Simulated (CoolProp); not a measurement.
Vapour-liquid equilibrium of cyclohexane (1) + ethylbenzene (2) at 0.407 bar; x and y are mole fractions of (1).

Computed with CoolProp (multi-fluid Helmholtz-energy mixture model, Zhou 2014 and Zhou 2012; pair parameters Bell 2016).

```
x      bubble temperature (K)  y at the bubble point  dew temperature at overall composition x (K)  liquid density (mol/L)
-----  ----------------------  ---------------------  --------------------------------------------  ----------------------
0.05                    371.5                  0.239                                         377.0                   7.542
0.125                   363.0                  0.476                                         374.9                   7.678
0.2                     356.2                  0.623                                         372.7                   7.801
0.275                   350.7                  0.720                                         370.3                   7.915
0.35                    346.3                  0.786                                         367.8                   8.021
0.425                   342.7                  0.834                                         365.0                   8.123
0.5                     339.6                  0.870                                         361.9                   8.221
0.575                   337.0                  0.898                                         358.6                   8.317
0.65                    334.7                  0.921                                         354.8                   8.413
0.725                   332.7                  0.940                                         350.4                   8.509
0.8                     330.8                  0.958                                         345.3                   8.605
0.875                   329.1                  0.974                                         339.1                   8.704
0.95                    327.4                  0.990                                         331.7                   8.805
```

No azeotrope shows between x = 0.05 and 0.95.

The pair parameters rest on a limited set of measurements; away from them the model extrapolates.
